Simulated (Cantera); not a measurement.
Source: NASA polynomial tables (part measured, part estimated), evaluated in Cantera. Values are per mole of reaction as written; species without (g) are pure solids or liquids, kept so even where they would boil at 1 bar.

Question: Between 300 and 1223 K, where is each reaction favourable under standard conditions?
- 3 FeCl2 → Fe + Fe2Cl6(g)
- 2 Fe + 3 Cl2(g) → Fe2Cl6(g)

Answer: 
- 3 FeCl2 → Fe + Fe2Cl6(g): ΔG° is 308 kJ at 300 K and 180 kJ at 1223 K; it stays positive (K < 1). ΔH° is 199 kJ and ΔS° 16 J/K at 1223 K.
- 2 Fe + 3 Cl2(g) → Fe2Cl6(g): ΔG° is -598 kJ at 300 K and -432 kJ at 1223 K; it stays negative (K > 1). ΔH° is -661 kJ and ΔS° -187 J/K at 1223 K.
